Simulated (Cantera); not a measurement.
Cantera run:

```python
import numpy as np
import cantera as ct

gas_names = """
    CL CL2 H HCL H2 N NH NH2 NH3 N2 N2H2 N2H4 Si SiCL SiCL2 SiCL3 SiCL4 SiH SiHCL3 SiH2 SiH2CL2 SiH3
    SiH3CL SiH4 SiN Si2 Si2N Si3
""".split()
cond_names = """
    NH4CL(a) NH4CL(b) Si(cr) Si(L) Si3N4(a)
""".split()


# ... load() reads the species with a 1 bar reference pressure and builds the phases ...
atoms = {
    'SiCl4': {'Si': 1, 'CL': 4},
    'NH3': {'N': 1, 'H': 3},
    'H2': {'H': 2},
}
top_T = {'Si3N4(a)': 2400}  # K; cautious upper limits of use, not melting points


# ... equilibrate(T, P, feed) seeds the gas with the atoms and calls Mixture.equilibrate('TP', solver="vcs", rtol=1e-11, max_steps=5000) ...
results = []
feed = {'SiCl4': 1, 'NH3': 4.9, 'H2': 0.13}  # mol
T = 998.15  # K
P = 120  # Pa
mix = equilibrate(T, P, feed)
results.append((T, P, feed, dict(zip(mix.species_names, mix.species_moles))))
x = sorted(zip(gas.X, gas.species_names), reverse=True)
print(f"T = {T:g} K  P = {P:g} Pa  gas = {mix.phase_moles(0):.4g} mol")
print("   x: " + "  ".join(f"{s} {v:.3e}" for v, s in x if v > 1e-05))
print("   condensed (mol): " + ("  ".join(f"{mix.phase(i).name} {mix.phase_moles(i):.4g}"
      for i in range(1, mix.n_phases) if mix.phase_moles(i) > 1e-12) or "none"))
```

It prints:

```
T = 998.15 K  P = 120 Pa  gas = 11.24 mol
   x: H2 4.984e-01  HCL 3.338e-01  N2 1.623e-01  SiCL4 5.410e-03  SiHCL3 5.606e-05  SiCL3 3.894e-05
   condensed (mol): Si3N4(a) 0.3127
```

Cantera equilibrium calculation (NASA polynomials, part measured and part estimated; ideal gas, pure solids and liquids). The tables' values for SiCl3 are old estimates; treat these amounts as uncertain.
